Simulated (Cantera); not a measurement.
Input (Python, Cantera) and output of one run.

```python
import numpy as np
import cantera as ct

gas_names = """
    H HNO HNO2 HNO3 HO2 H2 H2O H2O2 N NH NH2 NH3 NH2OH NO NO2 NO3 N2 N2H2 N2H4 N2O O OH O2 O3 Si SiH
    SiH2 SiH3 SiH4 SiN SiO SiO2 Si2 Si2N Si3
""".split()
cond_names = """
    H2O(s) H2O(L) Si(cr) Si(L) SiO2(Lqz) SiO2(hqz) SiO2(L) Si2N2O(s) Si3N4(a)
""".split()


# ... load() reads the species with a 1 bar reference pressure and builds the phases ...
atoms = {
    'Si3N4': {'Si': 3, 'N': 4},
    'O2': {'O': 2},
    'H2': {'H': 2},
}
top_T = {'Si2N2O(s)': 2100, 'Si3N4(a)': 2400}  # K; cautious upper limits of use, not melting points


# ... equilibrate(T, P, feed) seeds the gas with the atoms and calls Mixture.equilibrate('TP', solver="vcs", rtol=1e-11, max_steps=5000) ...
results = []
P = 1.4  # Pa
for T in [1400, 1475, 1550, 1625, 1700, 1775, 1850, 1925, 2000]:
    for m in [2.7, 3.8, 5.4, 7.6, 11, 15, 21, 30, 42, 60, 84, 120, 170]:
        feed = {'Si3N4': 1, 'O2': 0.16, 'H2': m}  # mol
        mix = equilibrate(T, P, feed)
        results.append((T, P, feed, dict(zip(mix.species_names, mix.species_moles))))

for T, P, feed, n in results:
    print(f"{T:7g} {feed['H2']:10.4g}  " + (" + ".join(c for c in cond_names if n.get(c, 0) > 1e-12) or "gas only"))
```

Output:

```
   1400        2.7  Si(cr) + Si2N2O(s)
   1400        3.8  Si(cr) + Si2N2O(s)
   1400        5.4  Si(cr) + Si2N2O(s)
   1400        7.6  Si(cr) + Si2N2O(s)
   1400         11  Si(cr) + Si2N2O(s)
   1400         15  Si(cr) + Si2N2O(s)
   1400         21  Si(cr)
   1400         30  Si(cr)
   1400         42  Si(cr)
   1400         60  Si(cr)
   1400         84  Si(cr)
   1400        120  Si(cr)
   1400        170  Si(cr)
   1475        2.7  Si(cr)
   1475        3.8  Si(cr)
   1475        5.4  Si(cr)
   1475        7.6  Si(cr)
   1475         11  Si(cr)
   1475         15  Si(cr)
   1475         21  Si(cr)
   1475         30  Si(cr)
   1475         42  Si(cr)
   1475         60  Si(cr)
   1475         84  Si(cr)
   1475        120  Si(cr)
   1475        170  Si(cr)
   1550        2.7  Si(cr)
   1550        3.8  Si(cr)
   1550        5.4  Si(cr)
   1550        7.6  Si(cr)
   1550         11  Si(cr)
   1550         15  Si(cr)
   1550         21  Si(cr)
   1550         30  Si(cr)
   1550         42  Si(cr)
   1550         60  Si(cr)
   1550         84  Si(cr)
   1550        120  Si(cr)
   1550        170  Si(cr)
   1625        2.7  Si(cr)
   1625        3.8  Si(cr)
   1625        5.4  Si(cr)
   1625        7.6  Si(cr)
   1625         11  Si(cr)
   1625         15  Si(cr)
   1625         21  Si(cr)
   1625         30  Si(cr)
   1625         42  Si(cr)
   1625         60  Si(cr)
   1625         84  Si(cr)
   1625        120  Si(cr)
   1625        170  Si(cr)
   1700        2.7  Si(L)
   1700        3.8  Si(L)
   1700        5.4  Si(L)
   1700        7.6  Si(L)
   1700         11  Si(L)
   1700         15  Si(L)
   1700         21  Si(L)
   1700         30  Si(L)
   1700         42  Si(L)
   1700         60  gas only
   1700         84  gas only
   1700        120  gas only
   1700        170  gas only
   1775        2.7  Si(L)
   1775        3.8  Si(L)
   1775        5.4  Si(L)
   1775        7.6  Si(L)
   1775         11  Si(L)
   1775         15  gas only
   1775         21  gas only
   1775         30  gas only
   1775         42  gas only
   1775         60  gas only
   1775         84  gas only
   1775        120  gas only
   1775        170  gas only
   1850        2.7  gas only
   1850        3.8  gas only
   1850        5.4  gas only
   1850        7.6  gas only
   1850         11  gas only
   1850         15  gas only
   1850         21  gas only
   1850         30  gas only
   1850         42  gas only
   1850         60  gas only
   1850         84  gas only
   1850        120  gas only
   1850        170  gas only
   1925        2.7  gas only
   1925        3.8  gas only
   1925        5.4  gas only
   1925        7.6  gas only
   1925         11  gas only
   1925         15  gas only
   1925         21  gas only
   1925         30  gas only
   1925         42  gas only
   1925         60  gas only
   1925         84  gas only
   1925        120  gas only
   1925        170  gas only
   2000        2.7  gas only
   2000        3.8  gas only
   2000        5.4  gas only
   2000        7.6  gas only
   2000         11  gas only
   2000         15  gas only
   2000         21  gas only
   2000         30  gas only
   2000         42  gas only
   2000         60  gas only
   2000         84  gas only
   2000        120  gas only
   2000        170  gas only
```

These are equilibrium values from Cantera (NASA tables, ideal gas, pure condensed phases), not measurements of a reactor. Mutual solubility and eutectic melting of coexisting phases are not modelled.
